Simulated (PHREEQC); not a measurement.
## Acid mine or pickling water

A made-up water analysis in mg/L, 26 °C, pH 3.48, pe 9.1: Na 3180; K 127; Ca 355; Mg 1180; Cl 2470; S(6) as SO4 8800; Cu(2) 38.2; Br 23.8; Zn 98.4; N(5) as NO3 2.8.

Valence states are taken as typed.

Equilibrium calculation in PHREEQC: ion-association model, phreeqc.dat.

No solid was allowed to form.

Q: Predict the ionic strength, charge-balance error, density.

A: ionic strength 0.278 mol/kgw; charge-balance error 2.2 %; density 1.011 g/cm³.

Q: In which forms is Mg present?

A: Mg+2 50 %, MgSO4 50 % of the Mg.

Complexes and solids missing from the database can't appear.
